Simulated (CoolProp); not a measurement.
The fluid at 970.86 K and 0.432 MPa flows at 0.38 m/s in a round tube of 25 mm bore and 1.5 µm roughness, fully developed (64/Re and Nu = 3.66 if laminar; Colebrook and Gnielinski if turbulent). The same conditions are run with several fluids, on thermodynamics alone (safety and materials aside).

Values from CoolProp's reference Helmholtz-energy equation of state of each fluid (normal hydrogen: Leachman 2009; oxygen: Schmidt 1985; water: Wagner 2002; dry air: Lemmon 2000; carbon dioxide: Span 1996). Blends and air are pseudo-pure fits.

Task: Rank normal hydrogen, oxygen, water, dry air, carbon dioxide by Reynolds number, highest first.

Result: carbon dioxide (554), dry air (346), oxygen (337), water (251), normal hydrogen (50.5)

```csv
fluid,Darcy friction factor,pressure drop (Pa/m),heat-transfer coefficient (W/(m² K)),mass flow (kg/h)
normal hydrogen,1.27,0.395,65.8,0.0724
oxygen,0.190,0.938,10.2,1.15
water,0.255,0.710,13.5,0.648
dry air,0.185,0.826,9.70,1.04
carbon dioxide,0.115,0.785,10.1,1.58
```

Above 300 K oxygen's equation is extrapolated.

Transport values come from each fluid's own correlations.
